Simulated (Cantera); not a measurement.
An adiabatic, constant-volume homogeneous reactor starts with 20.3 % CO, 4.67 % H₂, 1.48 % CH₄, 15.5 % O₂, 58.1 % N₂, equivalence ratio 1.0, at 1700 K and 101000 Pa.

Model: GRI-Mech 3.0 (53 species, 325 reactions), integrated in Cantera.

Task: Predict: time of steepest temperature rise; temperature at 5.00 s; equilibrium temperature; x(CO) at 5.00 s; x(H₂) at 5.00 s; x(HCO) at 5.00 s; x(H) at 5.00 s.

Result: 
* **time of steepest temperature rise**: 17.0 µs
* **temperature at 5.00 s**: 2929 K
* **equilibrium temperature**: 2929 K
* **x(CO) at 5.00 s**: 0.113 (gas-phase equilibrium 0.113)
* **x(H₂) at 5.00 s**: 0.00777 (gas-phase equilibrium 0.00777)
* **x(HCO) at 5.00 s**: 1.34e-7 (gas-phase equilibrium 1.34e-7)
* **x(H) at 5.00 s**: 0.00870 (gas-phase equilibrium 0.00870)
